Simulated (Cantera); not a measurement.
Cantera run:

```python
import numpy as np
import cantera as ct

gas_names = """
    C CO COS CO2 CS CS2 C2 C2O C3 C3O2 C4 C5 O O2 O3 S SO SO2 SO3 S2 S2O S8
""".split()
cond_names = """
    C(gr) S(cr1) S(cr2) S(L)
""".split()


def load(file, names, dense=False):
    # The tables refer to 1 bar. Condensed volumes are neglected.
    table = {s.name: s for s in ct.Species.list_from_file(file)}
    out = []
    for n in names:
        d = dict(table[n].input_data)
        d["thermo"] = dict(d["thermo"], **{"reference-pressure": 1e5})
        if dense:
            d["equation-of-state"] = {"model": "constant-volume", "density": "1e6 g/cm^3"}
        out.append(ct.Species.from_dict(d))
    return out


gas = ct.Solution(thermo="ideal-gas", species=load("nasa_gas.yaml", gas_names))
cond = {s.name: ct.Solution(thermo="fixed-stoichiometry", species=[s], name=s.name)
        for s in load("nasa_condensed.yaml", cond_names, dense=True)}
atoms = {
    'CS2': {'C': 1, 'S': 2},
    'SO2': {'S': 1, 'O': 2},
    'O2': {'O': 2},
}
top_T = {'C(gr)': 4500}  # K; cautious upper limits of use, not melting points


def equilibrate(T, P, feed):
    n = {}
    for name, mol in feed.items():
        for a, k in atoms[name].items():
            n[a] = n.get(a, 0.0) + k * mol
    gas.TPX = T, P, n
    mass = sum(n.values()) * gas.mean_molecular_weight
    gas.equilibrate("TP")
    valid = [c for c in cond.values() if c.min_temp <= T <= top_T.get(c.name, c.max_temp)]
    mix = ct.Mixture([(gas, mass / gas.mean_molecular_weight)] + [(c, 0.0) for c in valid])
    mix.T, mix.P = T, P
    mix.equilibrate("TP", solver="vcs", rtol=1e-11, max_steps=5000)
    return mix


results = []
feed = {'CS2': 1, 'SO2': 0.78, 'O2': 0.07}  # mol
T = 2423  # K
P = 140  # Pa
mix = equilibrate(T, P, feed)
results.append((T, P, feed, dict(zip(mix.species_names, mix.species_moles))))
x = sorted(zip(gas.X, gas.species_names), reverse=True)
print(f"T = {T:g} K  P = {P:g} Pa  gas = {mix.phase_moles(0):.4g} mol")
print("   x: " + "  ".join(f"{s} {v:.3e}" for v, s in x if v > 0.0001))
print("   condensed (mol): " + ("  ".join(f"{mix.phase(i).name} {mix.phase_moles(i):.4g}"
      for i in range(1, mix.n_phases) if mix.phase_moles(i) > 1e-12) or "none"))
```

It prints:

```
T = 2423 K  P = 140 Pa  gas = 3.255 mol
   x: S 3.399e-01  CO 3.017e-01  SO 1.644e-01  S2 1.642e-01  SO2 2.074e-02  CO2 5.528e-03  O 3.103e-03  S2O 3.141e-04  O2 1.404e-04
   condensed (mol): none
```

Equilibrium computed with Cantera from the NASA thermochemical tables; the gas is ideal and each condensed phase is pure.
